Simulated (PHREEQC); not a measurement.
Dissolve 52 mmol/kgw NaOH, 0.36 mmol/kgw NaAlO2 and 5.5 mmol/kgw K2CO3 at 25 °C. Closed to the air; pH follows from the charge balance.

Computed with PHREEQC (ion-association model, phreeqc.dat).

Each row changes one thing in this solution. This is a speciation only: nothing precipitates in the calculation.

```json
[
 {"case": "as made", "pH": "12.61", "ionic strength (mol/kgw)": "0.0656", "Na+ (mol/kgw)": "0.0508", "SI of Gibbsite (Al(OH)3)": "-1.59"},
 {"case": "K2CO3 from 0.0055 to 0.00275 mol/kgw", "pH": "12.62", "ionic strength (mol/kgw)": "0.0589", "Na+ (mol/kgw)": "0.0515", "SI of Gibbsite (Al(OH)3)": "-1.59"},
 {"case": "K2CO3 left out", "pH": "12.62", "ionic strength (mol/kgw)": "0.0524", "Na+ (mol/kgw)": "0.0524", "SI of Gibbsite (Al(OH)3)": "-1.59"},
 {"case": "NaOH from 0.052 to 0.078 mol/kgw", "pH": "12.77", "ionic strength (mol/kgw)": "0.0909", "Na+ (mol/kgw)": "0.0764", "SI of Gibbsite (Al(OH)3)": "-1.77"},
 {"case": "temperature from 25 to 50 °C", "pH": "?", "ionic strength (mol/kgw)": "0.0627", "Na+ (mol/kgw)": "0.0493", "SI of Gibbsite (Al(OH)3)": "?"},
 {"case": "0.00063 mol/kgw Na2CO3 added", "pH": "12.61", "ionic strength (mol/kgw)": "0.0671", "Na+ (mol/kgw)": "0.0518", "SI of Gibbsite (Al(OH)3)": "-1.59"},
 {"case": "temperature from 25 to 80 °C", "pH": "?", "ionic strength (mol/kgw)": "0.0602", "Na+ (mol/kgw)": "0.0480", "SI of Gibbsite (Al(OH)3)": "?"},
 {"case": "NaAlO2 from 0.00036 to 7.2e-05 mol/kgw", "pH": "12.61", "ionic strength (mol/kgw)": "0.0654", "Na+ (mol/kgw)": "0.0505", "SI of Gibbsite (Al(OH)3)": "-2.29"}
]
```

Some entries are withheld; supply them.


- temperature from 25 to 50 °C, pH: 11.88
- temperature from 25 to 50 °C, SI of Gibbsite (Al(OH)3): -1.95
- temperature from 25 to 80 °C, pH: 11.20
- temperature from 25 to 80 °C, SI of Gibbsite (Al(OH)3): -2.33

Away from 25 °C the constants follow the database's enthalpies or fits; those with neither stay at their 25 °C values.
